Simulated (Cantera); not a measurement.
A closed system holds: 1 mol trisilylamine, 2.1 mol N2, 0.25 mol H2, 18 mol NH3, held at 1273 K and 13.3 mbar.

Cantera equilibrium calculation (NASA polynomials, part measured and part estimated; ideal gas, pure solids and liquids). Candidate condensed phases: Si, Si3N4; 18 gas species. The feed counts by its element totals alone. The numbers say what is thermodynamically allowed, not how fast it happens.

Base state: H2 0.768, N2 0.232 (mole fractions); condensed: Si3N4(s).

Question: What changes in the equilibrium state with this change: temperature from 1273 K to 1975 K?

Answer: 
```json
[
 {"species": "H2", "before": "0.768", "after": "0.722"},
 {"species": "N2", "before": "0.232", "after": "0.266"},
 {"species": "H", "before": "5.41e-6", "after": "0.0101"},
 {"species": "Si", "before": "<1e-9", "after": "0.00242"},
 {"species": "SiH", "before": "<1e-9", "after": "0.000171"},
 {"species": "SiH2", "before": "<1e-9", "after": "6.63e-5"},
 {"species": "Si2N", "before": "<1e-9", "after": "5.36e-5"},
 {"species": "SiN", "before": "<1e-9", "after": "3.99e-5"},
 {"species": "Si2", "before": "<1e-9", "after": "2.36e-5"},
 {"species": "Si3N4(s), mol", "before": "1.00", "after": "0"},
 {"species": "Si(l), mol", "before": "0", "after": "2.87"}
]
```
The tables' values for SiN are old estimates; treat these amounts as uncertain. Gases not in the tables: Si2H6 and higher silanes.
